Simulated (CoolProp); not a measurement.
Oxygen at 293.15 K and 12.5 MPa is compressed adiabatically to 32.7 MPa with isentropic efficiency 0.85. Each further row changes one setting.

The numbers come from the reference Helmholtz-energy equation of state, Schmidt 1985 in CoolProp.

| case | work (kJ/kg) | final temperature (K) | final density (kg/m³) |
|---|---|---|---|
| as stated | 99.4 | 400.3 | 292 |
| efficiency 1 | 84.5 | 387.2 | 303 |
| efficiency 0.65 | 130 | 427.4 | 271 |

Above 300 K oxygen's equation is extrapolated.
